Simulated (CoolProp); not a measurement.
Vapour-liquid equilibrium of CHF3 (R23) (1) + R143a (2) at 0.906 MPa; x and y are mole fractions of (1).

Values from CoolProp's multi-fluid Helmholtz-energy mixture model, Penoncello 2003 and Lemmon and Jacobsen 2000; pair parameters Bell 2016.

```json
[
 {"x": "0.05", "bubble temperature (K)": "282.6", "y at the bubble point": "0.119", "dew temperature at overall composition x (K)": "284.6", "liquid density (mol/L)": "11.93"},
 {"x": "0.125", "bubble temperature (K)": "277.5", "y at the bubble point": "0.281", "dew temperature at overall composition x (K)": "282.4", "liquid density (mol/L)": "12.36"},
 {"x": "0.2", "bubble temperature (K)": "272.5", "y at the bubble point": "0.421", "dew temperature at overall composition x (K)": "280.1", "liquid density (mol/L)": "12.79"},
 {"x": "0.275", "bubble temperature (K)": "267.9", "y at the bubble point": "0.538", "dew temperature at overall composition x (K)": "277.7", "liquid density (mol/L)": "13.23"},
 {"x": "0.35", "bubble temperature (K)": "263.6", "y at the bubble point": "0.635", "dew temperature at overall composition x (K)": "275.1", "liquid density (mol/L)": "13.67"},
 {"x": "0.425", "bubble temperature (K)": "259.7", "y at the bubble point": "0.712", "dew temperature at overall composition x (K)": "272.4", "liquid density (mol/L)": "14.11"},
 {"x": "0.5", "bubble temperature (K)": "256.2", "y at the bubble point": "0.775", "dew temperature at overall composition x (K)": "269.5", "liquid density (mol/L)": "14.55"},
 {"x": "0.575", "bubble temperature (K)": "253.0", "y at the bubble point": "0.826", "dew temperature at overall composition x (K)": "266.3", "liquid density (mol/L)": "14.98"},
 {"x": "0.65", "bubble temperature (K)": "250.2", "y at the bubble point": "0.868", "dew temperature at overall composition x (K)": "262.8", "liquid density (mol/L)": "15.43"},
 {"x": "0.725", "bubble temperature (K)": "247.7", "y at the bubble point": "0.903", "dew temperature at overall composition x (K)": "259.0", "liquid density (mol/L)": "15.87"},
 {"x": "0.8", "bubble temperature (K)": "245.4", "y at the bubble point": "0.933", "dew temperature at overall composition x (K)": "254.7", "liquid density (mol/L)": "16.33"},
 {"x": "0.875", "bubble temperature (K)": "243.3", "y at the bubble point": "0.960", "dew temperature at overall composition x (K)": "249.7", "liquid density (mol/L)": "16.81"},
 {"x": "0.95", "bubble temperature (K)": "241.3", "y at the bubble point": "0.985", "dew temperature at overall composition x (K)": "244.1", "liquid density (mol/L)": "17.31"}
]
```

No azeotrope shows between x = 0.05 and 0.95.

Pair parameters are fitted to limited data, so mixtures are less certain than the pure fluids.
